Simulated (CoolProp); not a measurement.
Normal hydrogen along the isotherm 34.9 K: density (kg/m³) from the reference equation and from simpler models built on Tc = 33.1 K, pc = 12.96 bar, ω = -0.219; each cubic takes its own stable root.

Computed with CoolProp (reference Helmholtz-energy equation of state, Leachman 2009).

| p (bar) | phase | reference | ideal gas | van der Waals | Redlich-Kwong | Soave-Redlich-Kwong | Peng-Robinson |
|---|---|---|---|---|---|---|---|
| 8.64 | gas | 7.729 | 6.002 | 7.594 | 7.753 | 7.834 | 8.071 |
| 17.3 | supercritical | 37.51 | 12.02 | 31.78 | 31.09 | 35.21 | 38.46 |
| 25.9 | supercritical | 51.01 | 17.99 | 40.84 | 47.13 | 48.77 | 53.95 |
| 34.6 | supercritical | 55.47 | 24.04 | 44.53 | 53.19 | 54.37 | 60.31 |
| 43.2 | supercritical | 58.36 | 30.01 | 46.93 | 57.11 | 58.08 | 64.51 |
| 51.9 | supercritical | 60.60 | 36.06 | 48.77 | 60.12 | 60.95 | 67.74 |
| 60.5 | supercritical | 62.42 | 42.03 | 50.22 | 62.53 | 63.26 | 70.32 |
| 69.1 | supercritical | 63.97 | 48.00 | 51.44 | 64.55 | 65.21 | 72.51 |
| 77.8 | supercritical | 65.35 | 54.05 | 52.50 | 66.33 | 66.93 | 74.42 |
| 86.4 | supercritical | 66.57 | 60.02 | 53.42 | 67.87 | 68.43 | 76.08 |
| 95.1 | supercritical | 67.70 | 66.07 | 54.25 | 69.27 | 69.78 | 77.58 |
| 104 | supercritical | 68.75 | 72.25 | 55.01 | 70.55 | 71.04 | 78.97 |
| 112 | supercritical | 69.63 | 77.81 | 55.63 | 71.61 | 72.07 | 80.11 |
| 121 | supercritical | 70.55 | 84.06 | 56.27 | 72.71 | 73.14 | 81.29 |
| 130 | supercritical | 71.42 | 90.31 | 56.85 | 73.72 | 74.12 | 82.37 |
